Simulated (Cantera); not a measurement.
A closed system holds: 1 mol SiO₂, 0.73 mol Cl₂, 18 mol O₂, 8.2 mol HCl, equilibrated at 0.0130 bar.

Method: chemical equilibrium by Gibbs-energy minimisation in Cantera with the NASA 1993 tables (ideal gas, pure condensed phases). Candidate condensed phases: H₂O, Si, SiO₂; 30 gas species. The tables hold silica as quartz up to 1696 K and as liquid above; real silica turns to tridymite and cristobalite and melts near 1996 K. Kinetics and transport are ignored.

**Question.** Which condensed phases are stable at each of these points (T (K)): 850, 950, 1050, 1150, 1250, 1350, 1450, 1550, 1650, 1750, 1850?

**Answer.** 
```json
[
 {"T (K)": "850", "condensed phases": "SiO₂(β-quartz)", "Si condensed (%)": "100.0"},
 {"T (K)": "950", "condensed phases": "SiO₂(β-quartz)", "Si condensed (%)": "100.0"},
 {"T (K)": "1050", "condensed phases": "SiO₂(β-quartz)", "Si condensed (%)": "100.0"},
 {"T (K)": "1150", "condensed phases": "SiO₂(β-quartz)", "Si condensed (%)": "100.0"},
 {"T (K)": "1250", "condensed phases": "SiO₂(β-quartz)", "Si condensed (%)": "100.0"},
 {"T (K)": "1350", "condensed phases": "SiO₂(β-quartz)", "Si condensed (%)": "100.0"},
 {"T (K)": "1450", "condensed phases": "SiO₂(β-quartz)", "Si condensed (%)": "100.0"},
 {"T (K)": "1550", "condensed phases": "SiO₂(β-quartz)", "Si condensed (%)": "100.0"},
 {"T (K)": "1650", "condensed phases": "SiO₂(β-quartz)", "Si condensed (%)": "100.0"},
 {"T (K)": "1750", "condensed phases": "SiO₂(condensed)", "Si condensed (%)": "100.0"},
 {"T (K)": "1850", "condensed phases": "SiO₂(condensed)", "Si condensed (%)": "100.0"}
]
```

From 850 K to 1650 K the condensed part is SiO₂(β-quartz). From 1750 K to 1850 K the condensed part is SiO₂(condensed).
